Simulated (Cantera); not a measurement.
**Thermodynamics of silicon carbide growth, feed (CH3)2SiCl2 + C2H2 + H2**

A closed system holds: 1 mol (CH3)2SiCl2, 0.49 mol C2H2, 1400 mol H2, held at 2.90 mbar.

Method: chemical equilibrium by Gibbs-energy minimisation in Cantera with the NASA 1993 tables (ideal gas, pure condensed phases). Candidate condensed phases: C, C6H6, C7H8, C8H18, Si, SiC; 109 gas species. The feed counts by its element totals alone. Rates play no part.

```json
[
 {"T (°C)": "927", "log p H2": "-2.54", "log p H": "-7.97", "log p HCl": "-5.38", "log p C2H2 (acetylene)": "-9.53", "log p Si": "<-14", "n C(graphite)": "1.92", "n SiC(s)": "1.000"},
 {"T (°C)": "1027", "log p H2": "-2.54", "log p H": "-7.23", "log p HCl": "-5.38", "log p C2H2 (acetylene)": "-8.78", "log p Si": "-12.89", "n C(graphite)": "1.95", "n SiC(s)": "1.000"},
 {"T (°C)": "1127", "log p H2": "-2.54", "log p H": "-6.58", "log p HCl": "-5.38", "log p C2H2 (acetylene)": "-8.14", "log p Si": "-11.40", "n C(graphite)": "1.96", "n SiC(s)": "1.000"},
 {"T (°C)": "1227", "log p H2": "-2.54", "log p H": "-6.02", "log p HCl": "-5.38", "log p C2H2 (acetylene)": "-7.58", "log p Si": "-10.12", "n C(graphite)": "1.94", "n SiC(s)": "1.000"},
 {"T (°C)": "1327", "log p H2": "-2.54", "log p H": "-5.53", "log p HCl": "-5.38", "log p C2H2 (acetylene)": "-7.10", "log p Si": "-8.99", "n C(graphite)": "1.90", "n SiC(s)": "0.999"},
 {"T (°C)": "1427", "log p H2": "-2.54", "log p H": "-5.10", "log p HCl": "-5.39", "log p C2H2 (acetylene)": "-6.67", "log p Si": "-8.00", "n C(graphite)": "1.78", "n SiC(s)": "0.994"},
 {"T (°C)": "1527", "log p H2": "-2.54", "log p H": "-4.72", "log p HCl": "-5.39", "log p C2H2 (acetylene)": "-6.30", "log p Si": "-7.12", "n C(graphite)": "1.53", "n SiC(s)": "0.958"},
 {"T (°C)": "1627", "log p H2": "-2.54", "log p H": "-4.37", "log p HCl": "-5.39", "log p C2H2 (acetylene)": "-5.96", "log p Si": "-6.33", "n C(graphite)": "1.16", "n SiC(s)": "0.743"},
 {"T (°C)": "1727", "log p H2": "-2.55", "log p H": "-4.06", "log p HCl": "-5.40", "log p C2H2 (acetylene)": "-5.67", "log p Si": "-5.74", "n C(graphite)": "0.762", "n SiC(s)": "0"},
 {"T (°C)": "1827", "log p H2": "-2.56", "log p H": "-3.79", "log p HCl": "-5.42", "log p C2H2 (acetylene)": "-5.54", "log p Si": "-5.74", "n C(graphite)": "0", "n SiC(s)": "0"},
 {"T (°C)": "1927", "log p H2": "-2.58", "log p H": "-3.54", "log p HCl": "-5.44", "log p C2H2 (acetylene)": "-5.55", "log p Si": "-5.74", "n C(graphite)": "0", "n SiC(s)": "0"},
 {"T (°C)": "2027", "log p H2": "-2.62", "log p H": "-3.32", "log p HCl": "-5.48", "log p C2H2 (acetylene)": "-5.57", "log p Si": "-5.75", "n C(graphite)": "0", "n SiC(s)": "0"},
 {"T (°C)": "2127", "log p H2": "-2.67", "log p H": "-3.13", "log p HCl": "-5.54", "log p C2H2 (acetylene)": "-5.59", "log p Si": "-5.77", "n C(graphite)": "0", "n SiC(s)": "0"},
 {"T (°C)": "2227", "log p H2": "-2.74", "log p H": "-2.97", "log p HCl": "-5.62", "log p C2H2 (acetylene)": "-5.64", "log p Si": "-5.79", "n C(graphite)": "0", "n SiC(s)": "0"}
]
```
log p: log10 of the partial pressure in bar; n: condensed amount in mol.

From 927 °C to 1627 °C the condensed part is C(graphite) + SiC(s). At 1727 °C the condensed part is C(graphite). From 1827 °C to 2227 °C nothing is condensed.
